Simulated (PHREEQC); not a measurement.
Metal-bearing waste water: speciation

A solution holds 0.0032 mol CuSO4 per kg of water, at 25 °C. Closed to the air; pH follows from the charge balance.

Computed with PHREEQC (ion-association model, wateq4f.dat).

```yaml
pH: 5.10
ionic_strength: 0.0104 mol/kgw
```

```tsv
species	molality	activity	log γ
SO4-2	0.00259	0.00172	-0.178
Cu+2	0.00258	0.00173	-0.173
CuSO4	0.000607	0.000609	0.001
H+	8.63e-6	7.87e-6	-0.040
Cu2(OH)2+2	3.23e-6	2.13e-6	-0.182
CuOH+	2.45e-6	2.20e-6	-0.046
HSO4-	1.46e-6	1.31e-6	-0.045
Cu(OH)2	5.84e-7	5.85e-7	0.001
OH-	1.42e-9	1.27e-9	-0.046
```

Precipitation was switched off in this run. Examples of supersaturated solids here: Brochantite, Antlerite. Others may be too.
